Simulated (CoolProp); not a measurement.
A simple Rankine cycle with toluene: condensing at 320.15 K, boiler at 0.459 MPa, turbine inlet 452.1 K, turbine efficiency 0.9, pump efficiency 0.6, no recuperator. Each further row changes one setting.

Values from CoolProp's reference Helmholtz-energy equation of state, Lemmon 2006. It is a short technical equation, of lower accuracy than the large ones.

```csv
case,thermal efficiency (%),net work (kJ/kg),heat in (kJ/kg),turbine exit temperature (K),volume ratio over the turbine
as stated,20.3,117,577,366.0,38.5
turbine inlet 472.1 K,20.2,124,614,386.8,38.3
condensing temperature 312.15 K,21.6,128,591,358.4,54.1
boiler pressure 0.321 MPa,18.7,109,583,375.7,26.6
turbine efficiency 0.8,18.1,104,577,375.3,39.5
```
